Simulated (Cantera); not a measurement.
Cantera run, input and output.

```python
import numpy as np
import cantera as ct

gas = ct.Solution("gri30.yaml")
gas.TPX = 1225, 44000, {'CO': 0.0036, 'O2': 0.046, 'H2O': 0.004, 'N2': 1}
reactor = ct.IdealGasConstPressureReactor(gas, energy="off", clone=False)
net = ct.ReactorNet([reactor])
net.rtol, net.atol = 1e-08, 1e-18
show = ['CO', 'O2', 'H2O', 'NO', 'CO2']
times = np.geomspace(2e-06, 1, 15)

steps = ct.SolutionArray(gas, extra=["t"])
rows = []
print(f"{'t/s':>10s}{'T/K':>9s}{'P/Pa':>11s}" + "".join(f"{s:>11s}" for s in show))
for t in times:
    while net.time < t:
        t_next = net.step()
        steps.append(gas.state, t=t_next)
    rows.append([np.interp(t, steps.t, y) for y in (steps.T, steps.P, *steps(*show).X.T)])
    print(f"{t:10.3e}{rows[-1][0]:9.1f}{rows[-1][1]:11.4g}" + "".join(f"{x:11.3e}" for x in rows[-1][2:]))
rate = np.gradient(steps.T, steps.t)
print("integrator steps:", len(steps.t))
if steps.T.max() > steps.T[0] + 200:
    print(f"time of steepest temperature rise: {steps.t[rate.argmax()]:.4e} s")
gas.TPX = 1225, 44000, {'CO': 0.0036, 'O2': 0.046, 'H2O': 0.004, 'N2': 1}
gas.equilibrate("TP")
print(f"equilibrium (TP): T = {gas.T:.1f} K  " + "  ".join(f"{s} {gas[s].X[0]:.3e}" for s in show))
```

Result:

```
       t/s      T/K       P/Pa         CO         O2        H2O         NO        CO2
 2.000e-06   1225.0    4.4e+04  3.417e-03  4.366e-02  3.797e-03  1.605e-22  9.560e-12
 5.106e-06   1225.0    4.4e+04  3.417e-03  4.366e-02  3.797e-03  1.136e-21  2.441e-11
 1.304e-05   1225.0    4.4e+04  3.417e-03  4.366e-02  3.797e-03  8.631e-21  6.234e-11
 3.328e-05   1225.0    4.4e+04  3.417e-03  4.366e-02  3.797e-03  6.570e-20  1.593e-10
 8.498e-05   1225.0    4.4e+04  3.417e-03  4.366e-02  3.797e-03  4.721e-19  4.085e-10
 2.170e-04   1225.0    4.4e+04  3.417e-03  4.366e-02  3.797e-03  3.194e-18  1.064e-09
 5.539e-04   1225.0    4.4e+04  3.417e-03  4.366e-02  3.797e-03  2.140e-17  3.017e-09
 1.414e-03   1225.0    4.4e+04  3.417e-03  4.366e-02  3.797e-03  1.688e-16  1.273e-08
 3.611e-03   1225.0    4.4e+04  3.417e-03  4.366e-02  3.796e-03  3.608e-15  2.114e-07
 9.218e-03   1225.0    4.4e+04  3.286e-03  4.355e-02  3.777e-03  5.547e-11  1.310e-04
 2.354e-02   1225.0    4.4e+04  8.926e-04  4.236e-02  3.751e-03  3.140e-08  2.528e-03
 6.009e-02   1225.0    4.4e+04  1.459e-04  4.207e-02  3.787e-03  4.919e-08  3.276e-03
 1.534e-01   1225.0    4.4e+04  2.137e-05  4.203e-02  3.797e-03  5.626e-08  3.401e-03
 3.917e-01   1225.0    4.4e+04  2.781e-06  4.202e-02  3.801e-03  5.938e-08  3.420e-03
 1.000e+00   1225.0    4.4e+04  2.983e-07  4.202e-02  3.802e-03  6.094e-08  3.422e-03
integrator steps: 1171
equilibrium (TP): T = 1225.0 K  CO 7.872e-10  O2 4.196e-02  H2O 3.803e-03  NO 1.164e-04  CO2 3.423e-03
```

Cantera simulation using GRI-Mech 3.0 (53 species, 325 reactions); the numbers are that mechanism's predictions, not measurements.
